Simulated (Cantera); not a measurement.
Equilibrium for silicon oxide and oxynitride deposition: Si2H6 + N2O + H2

Input: 1 mol Si2H6, 1.5 mol N2O, a varied amount of H2, at 1748.15 K and 570 Pa.

Cantera equilibrium calculation (NASA polynomials, part measured and part estimated; ideal gas, pure solids and liquids). Candidate condensed phases: H2O, Si, SiO2, Si2N2O, Si3N4; 35 gas species. The feed counts by its element totals alone. Mutual solubility and eutectic melting of coexisting phases are not modelled. Gases not in the tables: Si2H6 and higher silanes. Rates play no part.

```json
[
 {"n(H2) (mol)": "1.3", "x H2": "0.680", "x SiO": "0.159", "x N2": "0.159", "x H": "0.00250", "x Si": "0.000163", "x SiH": "1.35e-5", "x SiH2": "8.89e-6", "x Si2N": "2.75e-6", "n Si2N2O(s)": "0.499", "n Si(l)": "0"},
 {"n(H2) (mol)": "1.5", "x H2": "0.690", "x SiO": "0.154", "x N2": "0.154", "x H": "0.00252", "x Si": "0.000173", "x SiH": "1.45e-5", "x SiH2": "9.59e-6", "x Si2N": "3.07e-6", "n Si2N2O(s)": "0.499", "n Si(l)": "0"},
 {"n(H2) (mol)": "1.7", "x H2": "0.699", "x SiO": "0.149", "x N2": "0.149", "x H": "0.00253", "x Si": "0.000184", "x SiH": "1.55e-5", "x SiH2": "1.03e-5", "x Si2N": "3.41e-6", "n Si2N2O(s)": "0.499", "n Si(l)": "0"},
 {"n(H2) (mol)": "1.9", "x H2": "0.707", "x SiO": "0.145", "x N2": "0.145", "x H": "0.00255", "x Si": "0.000195", "x SiH": "1.65e-5", "x SiH2": "1.11e-5", "x Si2N": "3.78e-6", "n Si2N2O(s)": "0.498", "n Si(l)": "0"},
 {"n(H2) (mol)": "2.1", "x H2": "0.716", "x SiO": "0.141", "x N2": "0.141", "x H": "0.00256", "x Si": "0.000207", "x SiH": "1.76e-5", "x SiH2": "1.19e-5", "x Si2N": "4.18e-6", "n Si2N2O(s)": "0.498", "n Si(l)": "0"},
 {"n(H2) (mol)": "2.4", "x H2": "0.727", "x SiO": "0.135", "x N2": "0.135", "x H": "0.00258", "x Si": "0.000224", "x SiH": "1.92e-5", "x SiH2": "1.31e-5", "x Si2N": "4.82e-6", "n Si2N2O(s)": "0.498", "n Si(l)": "0"},
 {"n(H2) (mol)": "2.7", "x H2": "0.737", "x SiO": "0.130", "x N2": "0.130", "x H": "0.00260", "x Si": "0.000243", "x SiH": "2.09e-5", "x SiH2": "1.44e-5", "x Si2N": "5.54e-6", "n Si2N2O(s)": "0.498", "n Si(l)": "0"},
 {"n(H2) (mol)": "3.1", "x H2": "0.744", "x SiO": "0.127", "x N2": "0.126", "x H": "0.00261", "x Si": "0.000256", "x SiH": "2.22e-5", "x SiH2": "1.53e-5", "x Si2N": "6.08e-6", "n Si2N2O(s)": "0.465", "n Si(l)": "0.0327"},
 {"n(H2) (mol)": "3.4", "x H2": "0.744", "x SiO": "0.127", "x N2": "0.126", "x H": "0.00261", "x Si": "0.000256", "x SiH": "2.22e-5", "x SiH2": "1.53e-5", "x Si2N": "6.08e-6", "n Si2N2O(s)": "0.414", "n Si(l)": "0.0835"},
 {"n(H2) (mol)": "3.9", "x H2": "0.744", "x SiO": "0.127", "x N2": "0.126", "x H": "0.00261", "x Si": "0.000256", "x SiH": "2.22e-5", "x SiH2": "1.53e-5", "x Si2N": "6.08e-6", "n Si2N2O(s)": "0.329", "n Si(l)": "0.168"},
 {"n(H2) (mol)": "4.3", "x H2": "0.744", "x SiO": "0.127", "x N2": "0.126", "x H": "0.00261", "x Si": "0.000256", "x SiH": "2.22e-5", "x SiH2": "1.53e-5", "x Si2N": "6.08e-6", "n Si2N2O(s)": "0.261", "n Si(l)": "0.236"},
 {"n(H2) (mol)": "4.9", "x H2": "0.744", "x SiO": "0.127", "x N2": "0.126", "x H": "0.00261", "x Si": "0.000256", "x SiH": "2.22e-5", "x SiH2": "1.53e-5", "x Si2N": "6.08e-6", "n Si2N2O(s)": "0.159", "n Si(l)": "0.337"},
 {"n(H2) (mol)": "5.5", "x H2": "0.744", "x SiO": "0.127", "x N2": "0.126", "x H": "0.00261", "x Si": "0.000256", "x SiH": "2.22e-5", "x SiH2": "1.53e-5", "x Si2N": "6.08e-6", "n Si2N2O(s)": "0.0575", "n Si(l)": "0.439"}
]
```
x: gas mole fraction; n: condensed amount in mol.

From 1.3 mol H2 to 2.7 mol H2 the condensed part is Si2N2O(s). From 3.1 mol H2 to 5.5 mol H2 the condensed part is Si(l) + Si2N2O(s). The main Si-bearing gas is SiO throughout.
